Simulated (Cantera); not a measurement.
An isothermal plug-flow reactor at 850 K and 500000 Pa (inlet), inlet velocity 4.2 m/s, active area per volume 270 1/m; feed H2 : O2 : N2 = 0.012 : 0.063 : 0.79 (molar parts), equivalence ratio 0.095.

Computed with Cantera and Deutschmann's 1995 Pt surface mechanism with GRI-Mech 3.0 gas chemistry. Catalytic surfaces can have several steady states; this one follows from the mechanism file's or the stated starting coverage. Mass transfer to the wall is taken as infinitely fast.

One state of this run: x H2 = 0.000697; x O2 = 0.0667; x H2O = 0.0133; θ free Pt = 0.0494; θ O* = 0.946; θ OH* = 0.00468. x: gas mole fraction; θ: surface coverage.

Which value of z (m) does it belong to?
(A) 0.0031
(B) 0.00066
(C) 0.014
(D) 0.00024

C, 0.014
